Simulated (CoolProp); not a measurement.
C2F6 (R116) at 296.61 K and 0.518 MPa is throttled through a valve to 0.172 MPa with no heat exchange. Each further row changes one setting.

Model: reference Helmholtz-energy equation of state, Lemmon 2006, in CoolProp. It is a short technical equation, of lower accuracy than the large ones.

```tsv
case	temperature change (K)	final density (kg/m³)
as stated	___	___
outlet pressure 0.0516 MPa	___	___
outlet pressure 0.224 MPa	___	___
```

**Question.** Some entries are withheld; supply them.

**Answer.** 
- as stated, temperature change (K): -3.0
- as stated, final density (kg/m³): 9.91
- outlet pressure 0.0516 MPa, temperature change (K): -4.1
- outlet pressure 0.0516 MPa, final density (kg/m³): 2.94
- outlet pressure 0.224 MPa, temperature change (K): -2.6
- outlet pressure 0.224 MPa, final density (kg/m³): 13.0
